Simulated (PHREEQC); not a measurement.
A column of 1 m (30 cells, dispersivity 0.035 m, 720 s a shift, diffusion coefficient 3e-10 m²/s) holds 0.034 eq of the database's cation exchanger X per kg of pore water, first in equilibrium with 0.0038 mol CdCl2, 0.027 mol ZnSO4 and 1e-05 mol HCl per kg of water. It is flushed with 0.032 mol/kgw ZnCl2 and 1e-05 mol/kgw HCl, at 25 °C. Values are for the last cell. The system is closed to CO2. Nothing may precipitate in this run.

Computed with PHREEQC (ion-association model, phreeqc.dat).

| pore volumes | S in solution (mol/kgw) | Cd in solution (mol/kgw) | Cl in solution (mol/kgw) | CdX2 on the exchanger (mol/kgw) |
|---|---|---|---|---|
| 0 | 0.0270 | 0.00380 | 0.00761 | 0.00171 |
| 0.2833 | 0.0270 | 0.00380 | 0.00761 | 0.00171 |
| 0.4167 | 0.0270 | 0.00380 | 0.00763 | 0.00171 |
| 0.6833 | 0.0245 | 0.00408 | 0.0129 | 0.00169 |
| 0.8167 | 0.0199 | 0.00441 | 0.0224 | 0.00157 |
| 1.083 | 0.00895 | 0.00374 | 0.0453 | 0.000896 |
| 1.217 | 0.00515 | 0.00276 | 0.0532 | 0.000563 |
| 1.483 | ? | 0.00111 | 0.0611 | 0.000190 |
| 1.75 | ? | 0.000355 | 0.0634 | 5.74e-5 |
| 1.883 | 0.000141 | 0.000191 | 0.0637 | 3.07e-5 |
| 2.15 | 2.71e-5 | 5.24e-5 | 0.0640 | 8.33e-6 |
| 2.283 | 1.16e-5 | 2.68e-5 | 0.0640 | 4.25e-6 |
| 2.55 | 2.04e-6 | 6.76e-6 | 0.0640 | 1.07e-6 |
| 2.817 | 3.47e-7 | 1.65e-6 | 0.0640 | ? |
| 2.95 | 1.42e-7 | 8.06e-7 | 0.0640 | ? |
| 3.217 | 2.33e-8 | 1.90e-7 | 0.0640 | 3.01e-8 |
| 3.35 | 9.36e-9 | 9.16e-8 | 0.0640 | 1.45e-8 |
| 3.617 | 1.50e-9 | ? | 0.0640 | 3.34e-9 |
| 3.75 | 5.99e-10 | 1.01e-8 | 0.0640 | 1.60e-9 |
| 4.017 | 9.46e-11 | 2.28e-9 | 0.0640 | 3.62e-10 |

### Question
What belongs in the gaps?

### Answer

- 1.483, S in solution (mol/kgw): 0.00139
- 1.75, S in solution (mol/kgw): 0.000312
- 2.817, CdX2 on the exchanger (mol/kgw): 2.62e-7
- 2.95, CdX2 on the exchanger (mol/kgw): 1.28e-7
- 3.617, Cd in solution (mol/kgw): 2.11e-8
